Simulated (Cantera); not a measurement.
Stirred combustor or abatement burner

A perfectly stirred reactor is fed with CH4 : C2H6 : O2 : N2 = 1 : 1.4 : 17.2 : 64.9 (molar parts), at 5.00 bar; it is adiabatic with a 525 K inlet, and is followed from long to short residence time, starting on the burning branch (τ in s: 0.14, 0.055, 0.022, 0.0088, 0.0035, 0.0014, 0.00056, 0.00022, 9e-05).

Computed with Cantera and GRI-Mech 3.0 (53 species, 325 reactions).

```
τ (s)    T (K)     x CH4   x C2H6   x O2    x C2H4    x CH3
-------  -----  --------  -------  -----  --------  -------
0.14      1478   5.11e-6  1.81e-6  0.121   6.51e-6  6.46e-7
0.055     1476   1.00e-5  3.60e-6  0.121   1.24e-5  1.30e-6
0.022     1472   1.99e-5  7.23e-6  0.121   2.32e-5  2.60e-6
0.0088    1462   4.28e-5  1.54e-5  0.122   4.47e-5  5.35e-6
0.0035    1432  0.000123  4.32e-5  0.124  0.000108  1.25e-5
0.0014     525    0.0118   0.0166  0.204    <1e-12   <1e-12
0.00056    525    0.0118   0.0166  0.204    <1e-12   <1e-12
0.00022    525    0.0118   0.0166  0.204    <1e-12   <1e-12
9.0e-5     525    0.0118   0.0166  0.204    <1e-12   <1e-12
```
x: mole fraction; the columns are a selection and need not sum to one.
